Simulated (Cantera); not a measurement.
A perfectly stirred reactor is fed with 2.17 % C3H8, 97.7 % H2, 0.165 % H2O, at 1.05 Torr; it is held at 1850 K, and followed from long to short residence time.

Model: GRI-Mech 3.0 (53 species, 325 reactions), integrated in Cantera. GRI-Mech 3.0 was tuned for natural gas; its chemistry of propane as a main component is partial and can be far from experiment. GRI-Mech 3.0 stops at C3 and has no aromatics, soot or wall deposition, so with more carbon than oxygen in the feed, carbon stays in small species such as C2H2 where larger ones or solid carbon would form. Radical loss at walls, strong at low pressure, is not modelled.

x: mole fraction; the columns are a selection and need not sum to one.

```csv
τ (s),x C3H8,x H2,x C2H2,x CH4,x CH3,x CH2
16,3.55e-7,0.960,0.0286,0.00271,0.000383,2.90e-6
4.9,1.28e-6,0.959,0.0273,0.00559,0.000679,4.18e-6
1.6,…,0.957,0.0252,…,…,…
0.50,1.32e-5,0.954,0.0223,0.0152,0.00173,8.36e-6
0.16,4.03e-5,0.950,0.0191,0.0204,0.00247,1.13e-5
0.051,0.000122,0.947,0.0159,0.0243,0.00325,1.44e-5
0.016,0.000374,0.946,0.0125,0.0260,0.00403,1.74e-5
0.0051,0.00113,0.946,0.00804,0.0250,0.00505,2.02e-5
0.0016,…,0.949,…,…,0.00662,2.10e-5
0.00052,0.00921,0.959,0.000502,0.00984,0.00711,1.33e-5
0.00016,0.0168,0.970,1.96e-5,0.00179,0.00376,2.12e-6
```

Some entries are withheld; supply them.


- 1.6, x C3H8: 4.10e-6
- 1.6, x CH4: 0.00976
- 1.6, x CH3: 0.00111
- 1.6, x CH2: 5.91e-6
- 0.0016, x C3H8: 0.00344
- 0.0016, x C2H2: 0.00315
- 0.0016, x CH4: 0.0199
